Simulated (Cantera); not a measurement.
Charge: 1 mol Al, 0.0035 mol O2, 270 mol N2, at 950 K and 10.0 Torr.

These are equilibrium values from Cantera (NASA tables, ideal gas, pure condensed phases), not measurements of a reactor. Candidate condensed phases: Al, AlN, Al2O3; 16 gas species. Rates play no part.

Base state: N2 1.00 (mole fractions); condensed: AlN(s) + Al2O3(s).

Question: What changes in the equilibrium state with this change: Al replaced by Fe?

Answer: 
```json
[
 {"species": "N2", "before": "1.00", "after": "1.00"},
 {"species": "AlN(s), mol", "before": "0.995", "after": "0"},
 {"species": "Al2O3(s), mol", "before": "0.00233", "after": "0"},
 {"species": "Fe(α), mol", "before": "0", "after": "0.993"},
 {"species": "FeO(s), mol", "before": "0", "after": "0.00700"}
]
```
The tables' stoichiometric FeO is somewhat more stable than real wüstite, so its field is too wide. FeO: taken at fixed stoichiometry. Further candidate phases: Fe, FeO, Fe2O3, Fe3O4.
